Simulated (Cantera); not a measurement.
A Cantera script and what it prints.

```python
import numpy as np
import cantera as ct

gas_names = [...]  # 113 gases of nasa_gas.yaml made of C, F, H, Si
cond_names = """
    C(gr) C6H6(L) C7H8(L) C8H18(L),n-octa Si(cr) Si(L) SiC(b)
""".split()


# ... load() reads the species with a 1 bar reference pressure and builds the phases ...
atoms = {
    'SiF4': {'Si': 1, 'F': 4},
    'C2H4': {'C': 2, 'H': 4},
    'H2': {'H': 2},
}
top_T = {'C(gr)': 4500, 'SiC(b)': 3050}  # K; cautious upper limits of use, not melting points


# ... equilibrate(T, P, feed) seeds the gas with the atoms and calls Mixture.equilibrate('TP', solver="vcs", rtol=1e-11, max_steps=5000) ...
results = []
T = 1473  # K
P = 1700  # Pa
for m in [15, 20, 25, 33, 42, 54, 69, 89, 110, 150, 190, 240, 310]:
    feed = {'SiF4': 1, 'C2H4': 0.28, 'H2': m}  # mol
    mix = equilibrate(T, P, feed)
    results.append((T, P, feed, dict(zip(mix.species_names, mix.species_moles))))

top = {s: max(r[3][s] / sum(r[3][g] for g in gas_names) for r in results) for s in gas_names}
cols = sorted((s for s in top if top[s] > 0.001), key=lambda s: -top[s])[:7]
seen = [c for c in cond_names if any(r[3].get(c, 0) > 1e-12 for r in results)]
print("log10 of partial pressures in bar; condensed amounts in mol")
print(f"{'n(H2)':>10s}" + "".join(f"{s[:9]:>10s}" for s in cols + seen))
for T, P, feed, n in results:
    ng = sum(n[g] for g in gas_names)
    print(f"{feed['H2']:10.4g}" + "".join(f"{np.log10(max(n[s] / ng * P / 1e5, 1e-99)):10.3f}" for s in cols)
          + "".join(f"{n.get(c, 0):10.4g}" for c in seen))
```

Result:

```
log10 of partial pressures in bar; condensed amounts in mol
     n(H2)        H2      SiF4        HF      SiF3     SiHF3     C(gr)    SiC(b)
        15    -1.802    -3.064    -3.634    -3.981    -4.627    0.5374   0.02164
        20    -1.795    -3.187    -3.661    -4.073    -4.716    0.5267    0.0321
        25    -1.791    -3.286    -3.684    -4.148    -4.788    0.5163   0.04212
        33    -1.787    -3.413    -3.713    -4.243    -4.881    0.5005   0.05742
        42    -1.784    -3.526    -3.740    -4.327    -4.964    0.4837   0.07374
        54    -1.781    -3.647    -3.769    -4.418    -5.054    0.4623   0.09431
        69    -1.779    -3.769    -3.799    -4.510    -5.144    0.4372    0.1185
        89    -1.778    -3.900    -3.831    -4.608    -5.242    0.4059    0.1486
       110    -1.776    -4.012    -3.858    -4.692    -5.325     0.375    0.1781
       150    -1.775    -4.184    -3.900    -4.821    -5.454     0.321    0.2296
       190    -1.774    -4.322    -3.935    -4.925    -5.557    0.2718    0.2763
       240    -1.774    -4.467    -3.970    -5.033    -5.665    0.2158    0.3292
       310    -1.773    -4.636    -4.012    -5.160    -5.791    0.1455    0.3951
```

Cantera equilibrium calculation (NASA polynomials, part measured and part estimated; ideal gas, pure solids and liquids). The tables' values for SiF3, SiF2 are old estimates; treat these amounts as uncertain.
